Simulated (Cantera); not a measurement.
Charge: 1 mol Si2Cl6, 750 mol H2, at 1598.15 K and 240 Torr.

Equilibrium computed with Cantera from the NASA thermochemical tables; the gas is ideal and each condensed phase is pure. Candidate condensed phases: Si; 19 gas species. The feed counts by its element totals alone. Kinetics and transport are ignored.

Base state: H2 0.992, HCl 0.00756, SiCl2 0.000198, H 9.39e-5 (mole fractions); condensed: Si(s).

Q: What changes in the equilibrium state with this change: H2 from 750 to 210 mol?

A: 
| species | before | after |
|---|---|---|
| H2 | 0.992 | 0.974 |
| HCl | 0.00756 | 0.0239 |
| SiCl2 | 0.000198 | 0.00203 |
| SiCl3 | 1.18e-6 | 3.83e-5 |
| SiHCl3 | 3.24e-7 | 1.05e-5 |
| SiH2Cl2 | 1.02e-6 | 1.02e-5 |
| H | 9.39e-5 | 9.30e-5 |
| Si(s), mol | 1.84 | 1.55 |
The tables' values for SiCl3 are old estimates; treat these amounts as uncertain.

Q: What changes in the equilibrium state with this change: temperature from 1598.15 K to 950 K?

A: 
```tsv
species	before	after
H2	0.992	0.996
HCl	0.00756	0.00278
SiHCl3	3.24e-7	0.000888
H	9.39e-5	<1e-9
SiCl4	1.72e-8	0.000541
SiH2Cl2	1.02e-6	0.000148
SiCl2	0.000198	1.19e-5
SiCl3	1.18e-6	1.39e-5
Si(s), mol	1.84	0.790
```
The tables' values for SiCl3 are old estimates; treat these amounts as uncertain.
